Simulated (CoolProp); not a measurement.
Vapour-liquid equilibrium of dimethyl ether (1) + n-butane (2) at -2.15 °C; x and y are mole fractions of (1).

Model: multi-fluid Helmholtz-energy mixture model, Wu 2011 and Bücker 2006; pair parameters Bell 2016, in CoolProp.

| x | bubble pressure, mixture model (kPa) | bubble pressure, Raoult's law (kPa) | y, mixture model | y, Raoult's law |
|---|---|---|---|---|
| 0.05 | 110.0 | 102.7 | 0.172 | 0.120 |
| 0.2 | 147.3 | 125.5 | 0.462 | 0.394 |
| 0.35 | 175.7 | 148.3 | 0.614 | 0.583 |
| 0.5 | 197.8 | 171.1 | 0.715 | 0.722 |
| 0.65 | 215.6 | 193.9 | 0.797 | 0.828 |
| 0.8 | 230.7 | 216.7 | 0.875 | 0.912 |
| 0.95 | 243.5 | 239.5 | 0.965 | 0.980 |

The largest gap from Raoult's law is +18.5 % in bubble pressure, at x = 0.35. No azeotrope shows between x = 0.05 and 0.95.

The pair parameters rest on a limited set of measurements; away from them the model extrapolates.
